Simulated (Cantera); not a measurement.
Input (Python, Cantera) and output of one run.

```python
import numpy as np
import cantera as ct

gas_names = """
    H H2 H2S N NH NH2 NH3 N2 N2H2 N2H4 Ni NiS S SH SN S2 S8
""".split()
cond_names = """
    Ni(cr) Ni(L) NiS(b) NiS(a) NiS(L) NiS2(s) NiS2(L) Ni3S2(I) Ni3S2(II) Ni3S2(L) Ni3S4(s) S(cr1) S(cr2)
    S(L)
""".split()


# ... load() reads the species with a 1 bar reference pressure and builds the phases ...
atoms = {
    'NiS': {'Ni': 1, 'S': 1},
    'H2': {'H': 2},
    'N2': {'N': 2},
}
top_T = {'Ni3S4(s)': 620}  # K; cautious upper limits of use, not melting points


# ... equilibrate(T, P, feed) seeds the gas with the atoms and calls Mixture.equilibrate('TP', solver="vcs", rtol=1e-11, max_steps=5000) ...
results = []
T = 1050  # K
P = 100000  # Pa
for m in [0.7, 2, 5.7, 16, 46, 130, 380, 1100]:
    feed = {'NiS': 1, 'H2': m, 'N2': 0.44}  # mol
    mix = equilibrate(T, P, feed)
    results.append((T, P, feed, dict(zip(mix.species_names, mix.species_moles))))
    x = sorted(zip(gas.X, gas.species_names), reverse=True)
    print(f"T = {T:g} K  P = {P:g} Pa  n(H2) = {m:g} mol  gas = {mix.phase_moles(0):.4g} mol")
    print("   x: " + "  ".join(f"{s} {v:.3e}" for v, s in x if v > 1e-06))
    print("   condensed (mol): " + ("  ".join(f"{mix.phase(i).name} {mix.phase_moles(i):.4g}"
          for i in range(1, mix.n_phases) if mix.phase_moles(i) > 1e-12) or "none"))
```

Result:

```
T = 1050 K  P = 100000 Pa  n(H2) = 0.7 mol  gas = 1.14 mol
   x: N2 3.859e-01  H2 3.218e-01  H2S 2.921e-01  S2 1.252e-04  NH3 4.811e-05  SH 7.974e-06
   condensed (mol): Ni3S2(II) 0.3333
T = 1050 K  P = 100000 Pa  n(H2) = 2 mol  gas = 2.44 mol
   x: H2 6.830e-01  N2 1.803e-01  H2S 1.366e-01  NH3 1.017e-04  S2 6.077e-06  SH 2.560e-06
   condensed (mol): Ni3S2(II) 0.3333
T = 1050 K  P = 100000 Pa  n(H2) = 5.7 mol  gas = 6.139 mol
   x: H2 8.740e-01  N2 7.162e-02  H2S 5.429e-02  NH3 9.276e-05
   condensed (mol): Ni3S2(II) 0.3333
T = 1050 K  P = 100000 Pa  n(H2) = 16 mol  gas = 16.44 mol
   x: H2 9.529e-01  N2 2.673e-02  H2S 2.028e-02  NH3 6.452e-05
   condensed (mol): Ni3S2(II) 0.3333
T = 1050 K  P = 100000 Pa  n(H2) = 46 mol  gas = 46.44 mol
   x: H2 9.833e-01  N2 9.455e-03  H2S 7.178e-03  NH3 4.022e-05
   condensed (mol): Ni3S2(II) 0.3333
T = 1050 K  P = 100000 Pa  n(H2) = 130 mol  gas = 130.4 mol
   x: H2 9.923e-01  H2S 4.278e-03  N2 3.361e-03  NH3 2.431e-05
   condensed (mol): Ni(cr) 0.337  Ni3S2(II) 0.221
T = 1050 K  P = 100000 Pa  n(H2) = 380 mol  gas = 380.4 mol
   x: H2 9.962e-01  H2S 2.629e-03  N2 1.149e-03  NH3 1.430e-05
   condensed (mol): Ni(cr) 1
T = 1050 K  P = 100000 Pa  n(H2) = 1100 mol  gas = 1100 mol
   x: H2 9.987e-01  H2S 9.087e-04  N2 3.956e-04  NH3 8.421e-06
   condensed (mol): Ni(cr) 1
```

Method: chemical equilibrium by Gibbs-energy minimisation in Cantera with the NASA 1993 tables (ideal gas, pure condensed phases). Metal and sulfide melt together well below either melting point, which pure phases cannot show. Mutual solubility and eutectic melting of coexisting phases are not modelled. Gases not in the tables: S3 to S7.
